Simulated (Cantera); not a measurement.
**Thermodynamics of carbothermic reduction, feed Cu2O + C + N2**

Charge: 1 mol Cu2O, 0.38 mol C, 7.7 mol N2.

Method: chemical equilibrium by Gibbs-energy minimisation in Cantera with the NASA 1993 tables (ideal gas, pure condensed phases). Candidate condensed phases: C, Cu, CuO, Cu2O; 27 gas species. Each liquid is taken as pure. Mutual solubility and eutectic melting of coexisting phases are not modelled. Equilibrium is a limit: real reactors are often held back by kinetics, nucleation or transport.

Question: Map the stable condensed phases over T = 1223, 1273, 1323, 1373, 1423, 1473, 1523, 1573, 1623, 1673, 1723 K and P in Pa = 10, 32, 100, 320, 1000, 3200, 10000, 32000, 100000, 320000, 1000000.

Answer: 
```
T in K \ P in Pa
              10      32     100     320    1000    3200   10000   32000  100000  320000 1000000
   1723        A       A       A       B       B       B       B       C       C       C       C
   1673        A       A       B       B       B       B       C       C       C       C       C
   1623        A       B       B       B       B       B       C       C       C       C       C
   1573        A       B       B       B       B       C       C       C       C       C       C
   1523        B       B       B       B       B       C       C       C       C       C       C
   1473        B       B       B       B       C       C       C       C       C       C       C
   1423        B       B       B       C       C       C       C       C       C       C       C
   1373        B       B       C       C       C       C       C       C       C       C       C
   1323        B       C       C       C       C       C       C       C       C       C       C
   1273        C       C       C       C       C       C       C       C       C       C       C
   1223        C       C       C       C       C       C       C       C       C       C       C
```
A: gas only; B: Cu; C: Cu + Cu2O.
